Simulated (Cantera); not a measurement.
Feed: 1 mol (CH₃)₂SiCl₂, 0.037 mol C₂H₄, 570 mol H₂, 0.054 mol HCl, at 800 °C and 2.60 mbar.

These are equilibrium values from Cantera (NASA tables, ideal gas, pure condensed phases), not measurements of a reactor. Candidate condensed phases: C, C₆H₆, C₇H₈, C₈H₁₈, Si, SiC; 109 gas species. The feed counts by its element totals alone. Rates play no part.

Base state: H₂ 0.996, HCl 0.00358, CH₄ 0.000118 (mole fractions); condensed: C(graphite) + SiC(s).

**Question.** What changes in the equilibrium state with this change: temperature from 800 °C to 2050 °C?

**Answer.** 
```tsv
species	before	after
H₂	0.996	0.802
H	2.75e-7	0.191
HCl	0.00358	0.00275
C₂H₂ (acetylene)	7.18e-9	0.00152
Si	<1e-9	0.00146
Cl	<1e-9	0.000472
SiC₂	<1e-9	8.50e-5
SiH	<1e-9	2.35e-5
C₂H	<1e-9	1.73e-5
CH₄	0.000118	2.14e-7
C(graphite), mol	1.01	0
SiC(s), mol	1.000	0
```
